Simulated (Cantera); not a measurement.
# FeS2 + O2 + H2O (roasting and sulfation)

Input: 1 mol FeS2, 1.2 mol O2, 0.97 mol H2O, equilibrated at 677 °C.

Cantera equilibrium calculation (NASA polynomials, part measured and part estimated; ideal gas, pure solids and liquids). Candidate condensed phases: Fe, FeO, Fe(OH)2, Fe(OH)3, FeS, FeSO4, FeS2, Fe2O3, Fe2(SO4)3, Fe3O4, H2O, H2SO4, S; 22 gas species. FeS: taken at fixed stoichiometry. Gases not in the tables: S3 to S7. Equilibrium is a limit: real reactors are often held back by kinetics, nucleation or transport.

| P (Pa) | x SO2 | x H2O | x S2 | x H2S | x S2O | n FeS(s) | n Fe3O4(s) | n FeS2(s) |
|---|---|---|---|---|---|---|---|---|
| 1000 | 0.509 | 0.454 | 0.0280 | 0.00649 | 0.000922 | 0.794 | 0.0685 | 0 |
| 3500 | 0.515 | 0.454 | 0.0219 | 0.00737 | 0.00106 | 0.808 | 0.0640 | 0 |
| 13000 | 0.519 | 0.454 | 0.0170 | 0.00840 | 0.00122 | 0.819 | 0.0605 | 0 |
| 45000 | 0.522 | 0.453 | 0.0133 | 0.00951 | 0.00139 | 0.826 | 0.0581 | 0 |
| 160000 | 0.524 | 0.453 | 0.0104 | 0.0108 | 0.00158 | 0.830 | 0.0565 | 0 |
| 560000 | 0.526 | 0.452 | 0.00810 | 0.0122 | 0.00180 | 0.833 | 0.0556 | 0 |
| 2000000 | 0.477 | 0.502 | 0.00510 | 0.0139 | 0.00166 | 0 | 0.158 | 0.526 |
x: gas mole fraction; n: condensed amount in mol.

From 1000 Pa to 560000 Pa the condensed part is FeS(s) + Fe3O4(s). At 2000000 Pa the condensed part is FeS2(s) + Fe3O4(s).
